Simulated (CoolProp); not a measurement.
A single-stage vapour-compression cycle with R152A: evaporating at 228.15 K (dew point), condensing at 285.15 K (bubble point), superheat 8 K, subcooling 0 K, compressor efficiency 0.75, no pressure losses. Each further row changes one setting.

Computed with CoolProp (reference Helmholtz-energy equation of state, Outcalt 1996). It is a modified Benedict-Webb-Rubin equation, recast in Helmholtz form.

| case | cooling COP | pressure ratio | discharge temperature (K) | refrigerating effect (kJ/kg) | volumetric capacity (kJ/m³) |
|---|---|---|---|---|---|
| as stated | 2.40 | 11.0 | 349.1 | 261 | 324 |
| evaporating temperature 233.15 K | … | 8.43 | 342.2 | … | 421 |
| condensing temperature 280.15 K | … | 9.30 | 341.0 | 269 | 335 |
| subcooling 5 K | 2.48 | 11.0 | 349.1 | 269 | 335 |
| superheat 18 K | 2.39 | 11.0 | 360.5 | 270 | 321 |
| compressor efficiency 0.65 | 2.08 | 11.0 | 362.9 | 261 | 324 |

### Question
Complete the blanks.

### Answer

- evaporating temperature 233.15 K, cooling COP: 2.75
- evaporating temperature 233.15 K, refrigerating effect (kJ/kg): 265
- condensing temperature 280.15 K, cooling COP: 2.69
